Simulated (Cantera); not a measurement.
Charge: 1 mol Si₃H₈, 0.22 mol Cl₂, 13 mol H₂, held at 1 atm.

Equilibrium computed with Cantera from the NASA thermochemical tables; the gas is ideal and each condensed phase is pure. Candidate condensed phases: Si; 19 gas species. The feed counts by its element totals alone. The tables' values for SiCl₃ are old estimates; treat these amounts as uncertain. Equilibrium is a limit: real reactors are often held back by kinetics, nucleation or transport. All values below are at 750 °C.

Base state: H₂ 0.988, HCl 0.00558, SiHCl₃ 0.00329, SiCl₄ 0.00220, SiH₂Cl₂ 0.000546, SiCl₃ 7.64e-5, SiCl₂ 5.61e-5, SiH₃Cl 2.33e-5 (mole fractions); condensed: Si(s).

Question: What changes in the equilibrium state with this change: pressure from 1 atm to 3.60 Torr?

Answer: 
| species | before | after |
|---|---|---|
| H₂ | 0.988 | 0.980 |
| HCl | 0.00558 | 0.0179 |
| SiCl₄ | 0.00220 | 0.00111 |
| SiHCl₃ | 0.00329 | 0.000515 |
| SiH₃Cl | 2.33e-5 | 3.51e-7 |
| SiH₂Cl₂ | 0.000546 | 2.65e-5 |
| SiCl₂ | 5.61e-5 | 0.000579 |
| SiCl₃ | 7.64e-5 | 0.000175 |
| Si(s), mol | 2.89 | 2.96 |
